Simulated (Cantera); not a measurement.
An isothermal, constant-pressure homogeneous reactor starts with N2O : N2 = 1 : 0.13 (molar parts), at 1100 K and 1.01 bar.

Detailed kinetics in Cantera: GRI-Mech 3.0 (53 species, 325 reactions). GRI-Mech 3.0 was tuned for natural gas; its chemistry of N2O as a main component is partial and can be far from experiment. The mechanism lacks the step 2 NO + O2 → 2 NO2, which can matter for NO2 below about 1400 K. The temperature is held fixed by assumption; the heat of reaction is taken as removed at once.

x: mole fraction; the columns are a selection and need not sum to one.

| t (s) | x N2O | x NO | x N2 | x O | x NO2 | x O2 |
|---|---|---|---|---|---|---|
| 0.000800 | 0.885 | 3.52e-6 | 0.115 | 3.12e-7 | 2.90e-10 | 2.41e-5 |
| 0.00194 | 0.885 | 8.62e-6 | 0.115 | 3.12e-7 | 1.73e-9 | 5.89e-5 |
| 0.00472 | 0.885 | 2.10e-5 | 0.115 | 3.12e-7 | 1.01e-8 | 0.000143 |
| 0.0115 | 0.884 | 5.10e-5 | 0.116 | 3.12e-7 | 5.77e-8 | 0.000349 |
| 0.0279 | 0.882 | 0.000124 | 0.117 | 3.11e-7 | 3.15e-7 | 0.000847 |
| 0.0678 | 0.879 | 0.000299 | 0.119 | 3.11e-7 | 1.55e-6 | 0.00205 |
| 0.165 | 0.870 | 0.000717 | 0.125 | 3.09e-7 | 6.27e-6 | 0.00494 |
| 0.400 | 0.848 | 0.00170 | 0.138 | 3.05e-7 | 1.97e-5 | 0.0118 |
| 0.972 | 0.800 | 0.00391 | 0.168 | 2.96e-7 | 5.06e-5 | 0.0274 |
| 2.36 | 0.699 | 0.00841 | 0.232 | 2.75e-7 | 0.000114 | 0.0601 |
| 5.74 | 0.521 | 0.0158 | 0.345 | ? | 0.000218 | 0.118 |
| 13.9 | 0.289 | 0.0239 | 0.492 | ? | 0.000335 | 0.194 |
| 33.9 | 0.0977 | 0.0281 | 0.615 | ? | 0.000403 | 0.258 |
| 82.3 | 0.0129 | 0.0283 | 0.671 | ? | 0.000468 | 0.288 |
| 200 | 0.000158 | 0.0277 | 0.679 | ? | 0.000887 | 0.292 |

Problem. Some entries are withheld; supply them.

Solution. 
- 5.74, x O: 2.32e-7
- 13.9, x O: 1.61e-7
- 33.9, x O: 7.37e-8
- 82.3, x O: 1.28e-8
- 200, x O: 1.47e-9
